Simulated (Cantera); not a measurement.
Standard-state values (1 bar) from the NASA 1993 polynomials, evaluated with Cantera. Values are per mole of reaction as written; species without (g) are pure solids or liquids, kept so even where they would boil at 1 bar.

Between 300 and 1523 K, where is each reaction favourable under standard conditions?
- 5 H2O(g) + 2 Nb → Nb2O5 + 5 H2(g)


- 5 H2O(g) + 2 Nb → Nb2O5 + 5 H2(g): ΔG° is -623 kJ at 300 K and -431 kJ at 1523 K; it stays negative (K > 1). ΔH° is -613 kJ and ΔS° -119 J/K at 1523 K.
